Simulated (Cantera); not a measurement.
An isothermal, constant-pressure homogeneous reactor starts with CH4 : CO2 : H2 = 1 : 4.6 : 1.1 (molar parts), at 1475 K and 0.430 bar. Integrator tolerance rtol = 1e-08.

Detailed kinetics in Cantera: GRI-Mech 3.0 (53 species, 325 reactions).

Q: What does this change do: pressure from 0.430 bar to 13.0 bar?

A: 
```csv
quantity,before,after
x(CH4) at 3.00 s,0.0441 (gas-phase equilibrium 9.28e-9),0.0409 (gas-phase equilibrium 8.48e-6)
x(CO2) at 3.00 s,0.389 (gas-phase equilibrium 0.216),0.328 (gas-phase equilibrium 0.216)
x(H2) at 3.00 s,0.0679 (gas-phase equilibrium 0.158),0.0837 (gas-phase equilibrium 0.158)
x(H2O) at 3.00 s,0.220 (gas-phase equilibrium 0.198),0.212 (gas-phase equilibrium 0.198)
x(H) at 3.00 s,3.74e-6 (gas-phase equilibrium 7.92e-6),1.04e-6 (gas-phase equilibrium 1.44e-6)
x(C2H) at 3.00 s,3.57e-9 (gas-phase equilibrium <1e-12),2.47e-10 (gas-phase equilibrium <1e-12)
```
The pressure lies above the range GRI-Mech 3.0 was tuned for (to about 10 atm).
